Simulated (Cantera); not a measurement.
A closed system holds: 1 mol TEOS, 0.33 mol CO2, 38 mol H2, equilibrated at 59.0 Pa.

These are equilibrium values from Cantera (NASA tables, ideal gas, pure condensed phases), not measurements of a reactor. Candidate condensed phases: C, C6H6, C7H8, C8H18, H2O, Si, SiC, SiO2; 123 gas species. The feed counts by its element totals alone. Equilibrium is a limit: real reactors are often held back by kinetics, nucleation or transport. All values below are at 1475 K.

Base state: H2 0.911, CO 0.0883, H 0.000510, SiO 0.000156 (mole fractions); condensed: C(graphite) + SiC(s).

Q: What changes in the equilibrium state with this change: TEOS replaced by Si2H6?

A: 
```
species             before     after
----------------  --------  --------
H2                   0.911     0.984
SiO               0.000156    0.0155
H                 0.000510  0.000530
CO                  0.0883  0.000382
C(graphite), mol      2.69         0
SiC(s), mol          0.992     0.314
Si(s), mol               0      1.04
```
Mutual solubility and eutectic melting of coexisting phases are not modelled.
